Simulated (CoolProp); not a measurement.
Saturation properties of dodecamethylpentasiloxane (MD3M) (Tc = 628.0 K, pc = 9.540 bar, ω = 0.730).

Computed with CoolProp (reference Helmholtz-energy equation of state, Thol 2019).

| T (K) | p (bar) | vapour density (kg/m³) | enthalpy of vaporisation (kJ/kg) | liquid cp (kJ/(kg K)) |
|---|---|---|---|---|
| 402.8 | 0.04572 | 0.5314 | 143.8 | 1.942 |
| 422 | ? | 1.081 | 137.8 | ? |
| 441.2 | 0.1873 | 2.030 | 131.7 | 2.023 |
| 460.4 | 0.3374 | 3.568 | ? | 2.064 |
| 479.6 | 0.5714 | 5.941 | 118.9 | 2.106 |
| 498.8 | 0.9185 | 9.477 | 112.0 | 2.149 |
| 518 | 1.412 | 14.62 | 104.6 | 2.195 |
| 537.2 | ? | 22.01 | 96.41 | 2.246 |
| 556.4 | ? | 32.67 | 87.24 | 2.306 |
| 575.6 | 4.197 | 48.41 | ? | 2.385 |
| 594.8 | 5.742 | 73.11 | 63.16 | 2.516 |
| 613.9 | 7.716 | 118.4 | 44.07 | 2.916 |

### Question
Complete the blanks.

### Answer

- 422, p (bar): 0.09665
- 422, liquid cp (kJ/(kg K)): 1.982
- 460.4, enthalpy of vaporisation (kJ/kg): 125.4
- 537.2, p (bar): 2.092
- 556.4, p (bar): 3.003
- 575.6, enthalpy of vaporisation (kJ/kg): 76.52

It boils at 503.0 K under 1 atm.
